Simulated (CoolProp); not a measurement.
Aqueous potassium carbonate as a coolant, at -5 °C, 1 atm.

Model: Melinder's fits for secondary coolants, in CoolProp.

| mass % | freezing point (°C) | conductivity (W/(m K)) | Prandtl number | density (kg/m³) | cp (kJ/(kg K)) |
|---|---|---|---|---|---|
| 15.9 | -6.4 | 0.542 | [?] | 1157 | 3.423 |
| 20.1 | [?] | 0.538 | 19.8 | 1200 | 3.266 |
| 24.2 | -12.1 | 0.534 | 22.1 | 1245 | 3.115 |
| 28.3 | -16.4 | 0.530 | 25.5 | 1290 | 2.973 |
| 32.4 | -22.2 | 0.525 | 30.8 | [?] | 2.847 |
| 36.6 | -29.8 | 0.520 | [?] | 1386 | 2.741 |

Question: Fill in the missing entries.

Answer: 
- 15.9, Prandtl number: 18.2
- 20.1, freezing point (°C): -8.9
- 32.4, density (kg/m³): 1337
- 36.6, Prandtl number: 39.1
